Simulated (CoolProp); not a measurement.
A Linde-Hampson liquefier for ethane: isothermal reversible compression at 320 K from 1 atm to 20 MPa, throttling to 1 atm, return gas leaving the recuperator 0 K below the feed. Each further row changes one setting.

Computed with CoolProp (reference Helmholtz-energy equation of state, Bücker 2006).

| case | liquid yield per pass | compression work (kJ/kg of gas) |
|---|---|---|
| as stated | 0.465 | 366 |
| high pressure 40 MPa | 0.461 | 414 |
| warm-end temperature 350 K | 0.381 | 429 |
| warm-end gap 5 K | 0.458 | 366 |
